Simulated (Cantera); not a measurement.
What does this Cantera script print?

```python
import numpy as np
import cantera as ct

gas = ct.Solution("gri30.yaml")
gas.TPX = 525, 500000, {'H2': 1, 'O2': 0.74, 'N2': 3.69}
inlet = ct.Reservoir(gas, clone=True)
gas.equilibrate("HP")  # start burning
reactor = ct.IdealGasConstPressureReactor(gas, energy="on", clone=False)
exhaust = ct.Reservoir(gas, clone=True)
tau = [0.23, 0.094, 0.039, 0.016, 0.0067, 0.0028, 0.0012, 0.00048, 0.0002, 8.3e-05, 3.4e-05, 1.4e-05][0]
for a, b in ((inlet, reactor), (reactor, exhaust)):
    ct.MassFlowController(a, b, mdot=lambda t: reactor.mass / tau)
net = ct.ReactorNet([reactor])
show = ['H2', 'O2', 'NO', 'NO2', 'HO2', 'N2O']

rows = []
print(f"{'tau/s':>10s}{'T/K':>9s}" + "".join(f"{s:>11s}" for s in show))
for tau in [0.23, 0.094, 0.039, 0.016, 0.0067, 0.0028, 0.0012, 0.00048, 0.0002, 8.3e-05, 3.4e-05, 1.4e-05]:
    net.initial_time = 0.0
    net.advance(30 * tau)
    before = gas.X
    net.advance(40 * tau)
    drift = np.max(np.abs(gas.X - before) / (gas.X + 1e-9))
    rows.append([gas.T, *gas[show].X, drift])
    print(f"{tau:10.3e}{gas.T:9.1f}" + "".join(f"{x:11.3e}" for x in gas[show].X))
```

It prints:

```
     tau/s      T/K         H2         O2         NO        NO2        HO2        N2O
 2.300e-01   1910.9  7.531e-05  4.839e-02  1.277e-04  2.927e-07  1.502e-06  3.832e-07
 9.400e-02   1910.6  9.639e-05  4.841e-02  6.372e-05  1.564e-07  1.674e-06  4.394e-07
 3.900e-02   1909.7  1.398e-04  4.841e-02  3.721e-05  1.020e-07  2.054e-06  5.523e-07
 1.600e-02   1907.9  2.259e-04  4.838e-02  2.588e-05  8.148e-08  2.865e-06  7.552e-07
 6.700e-03   1905.0  3.815e-04  4.834e-02  2.117e-05  7.436e-08  4.420e-06  1.037e-06
 2.800e-03   1900.2  6.608e-04  4.830e-02  1.884e-05  6.844e-08  7.273e-06  1.318e-06
 1.200e-03   1892.7  1.134e-03  4.830e-02  1.704e-05  5.845e-08  1.206e-05  1.453e-06
 4.800e-04   1879.3  2.029e-03  4.838e-02  1.526e-05  4.523e-08  2.073e-05  1.383e-06
 2.000e-04   1858.0  3.495e-03  4.865e-02  1.450e-05  3.545e-08  3.390e-05  1.181e-06
 8.300e-05   1822.8  5.928e-03  4.932e-02  1.517e-05  2.991e-08  5.340e-05  9.466e-07
 3.400e-05   1765.5  9.947e-03  5.081e-02  1.653e-05  2.633e-08  8.072e-05  7.259e-07
 1.400e-05   1676.2  1.682e-02  5.404e-02  1.587e-05  2.108e-08  1.177e-04  5.269e-07
```

Model: GRI-Mech 3.0 (53 species, 325 reactions), integrated in Cantera. The hydrogen kinetics of GRI-Mech 3.0 are dated; newer H2 mechanisms differ, most at raised pressure.
